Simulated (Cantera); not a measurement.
A Cantera script and its output.

```python
import numpy as np
import cantera as ct

surf = ct.Interface("diamond.yaml", "diamond_100")
gas, bulk = surf.adjacent["gas"], surf.adjacent["diamond"]
k = surf.kinetics_species_index(bulk.species_names[0])
cover = ["c6HH", "c6H*", "c6*H", "c6**", "c6HM", "c6B"]

rows, drift = [], 0.0
print(f"{'xH':>10s}{'um/h':>11s}" + "".join(f"{s:>11s}" for s in cover))
for v in [0.0001, 0.00024, 0.00058, 0.0014, 0.0033, 0.008, 0.019, 0.046, 0.11]:
    T, P, xH, xCH3 = 998, 8900, v, 2.1e-05
    gas.TPX = T, P, {"H": xH, "CH3": xCH3, "CH4": 0.015, "H2": 1 - xH - xCH3 - 0.015}
    surf.TP = bulk.TP = T, P
    surf.coverages = "c6H*:0.1, c6HH:0.9"
    surf.advance_coverages(100.0)
    before = surf.coverages
    surf.advance_coverages(100.0)
    drift = max(drift, np.max(np.abs(surf.coverages - before) / (surf.coverages + 1e-9)))
    rate = surf.net_production_rates[k] * bulk.mean_molecular_weight / bulk.density * 3.6e9
    rows.append([rate, *surf[cover].coverages])
    print(f"{v:10.4g}{rate:11.4e}" + "".join(f"{x:11.3e}" for x in rows[-1][1:]))
```

It prints:

```
        xH       um/h       c6HH       c6H*       c6*H       c6**       c6HM        c6B
    0.0001 3.6390e-01  5.964e-01  1.577e-02  3.248e-01  4.651e-03  4.258e-02  9.875e-10
   0.00024 5.9136e-01  5.898e-01  1.686e-02  3.470e-01  6.730e-03  2.890e-02  1.605e-09
   0.00058 7.7828e-01  5.921e-01  1.752e-02  3.606e-01  8.214e-03  1.576e-02  2.112e-09
    0.0014 8.8968e-01  5.950e-01  1.789e-02  3.678e-01  9.031e-03  7.470e-03  2.414e-09
    0.0033 9.4377e-01  5.968e-01  1.809e-02  3.711e-01  9.416e-03  3.363e-03  2.561e-09
     0.008 9.6947e-01  5.976e-01  1.825e-02  3.726e-01  9.603e-03  1.425e-03  2.631e-09
     0.019 9.8127e-01  5.980e-01  1.848e-02  3.730e-01  9.705e-03  6.071e-04  2.663e-09
     0.046 9.8898e-01  5.981e-01  1.899e-02  3.728e-01  9.808e-03  2.526e-04  2.684e-09
      0.11 9.9898e-01  5.981e-01  2.016e-02  3.717e-01  9.989e-03  1.065e-04  2.711e-09
```

Model: the Harris–Goodwin 1993 mechanism for the reconstructed diamond (100) surface, integrated in Cantera.
